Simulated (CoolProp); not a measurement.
The numbers come from the reference Helmholtz-energy equation of state, Lemmon 2006 in CoolProp. It is a short technical equation, of lower accuracy than the large ones.

Question: Give the vapour pressure (bar), liquid cp (kJ/(kg K)), surface tension (mN/m), vapour viscosity (µPa s) of saturated n-nonane at 114.95, 222.95, 233.75 °C.

Answer: 
```csv
T (°C),p (bar),liquid cp (kJ/(kg K)),surface tension (mN/m),vapour viscosity (µPa s)
114.95,0.353,2.57,14.2,6.98
222.95,4.97,3.09,5.57,8.85
233.75,6.03,3.16,4.81,9.09
```

Viscosity comes from a separate model (Huber 2004). Surface tension comes from a separate correlation (Mulero 2012).
